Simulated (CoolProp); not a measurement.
The fluid at 298.15 K and 0.0117 MPa expands adiabatically to 0.00124 MPa with isentropic efficiency 0.9. The same conditions are run with several fluids, on thermodynamics alone (safety and materials aside).

Model: reference Helmholtz-energy equation of state of each fluid (R141b: Lemmon 2006; trans-2-butene: Lemmon 2005; R1233zd(E): Akasaka 2022; the fluoroketone C6F12O (FK-5-1-12): McLinden 2015; ethane: Bücker 2006), in CoolProp.

### Question
Rank R141b, trans-2-butene, R1233zd(E), the fluoroketone C6F12O (FK-5-1-12), ethane by work (kJ/kg), highest first.

### Answer
ethane (138), trans-2-butene (79.8), R141b (38.3), R1233zd(E) (34.8), the fluoroketone C6F12O (FK-5-1-12) (15.2)

```tsv
fluid	final temperature (K)	final density (kg/m³)
R141b	244.0	0.0716
trans-2-butene	243.3	0.0344
R1233zd(E)	250.3	0.0778
the fluoroketone C6F12O (FK-5-1-12)	280.0	0.169
ethane	210.8	0.0213
```
